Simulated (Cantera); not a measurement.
An isothermal, constant-pressure homogeneous reactor starts with CH4 : H2O = 1 : 4.6 (molar parts), at 1350 K and 100000 Pa. Integrator tolerance rtol = 1e-08.

Model: GRI-Mech 3.0 (53 species, 325 reactions), integrated in Cantera.

Problem. What does this change do: pressure from 100000 Pa to 550000 Pa?

Solution. 
```tsv
quantity	before	after
x(CH4) at 3.00 s	0.143 (gas-phase equilibrium 5.55e-7)	0.121 (gas-phase equilibrium 1.68e-5)
x(H2O) at 3.00 s	0.795 (gas-phase equilibrium 0.430)	0.779 (gas-phase equilibrium 0.430)
x(CH2CO) at 3.00 s	1.23e-5 (gas-phase equilibrium <1e-12)	1.24e-5 (gas-phase equilibrium 1.66e-11)
x(C2H2) at 3.00 s	0.0129 (gas-phase equilibrium <1e-12)	0.0139 (gas-phase equilibrium 4.21e-12)
x(H2) at 3.00 s	0.0462 (gas-phase equilibrium 0.439)	0.0728 (gas-phase equilibrium 0.438)
```
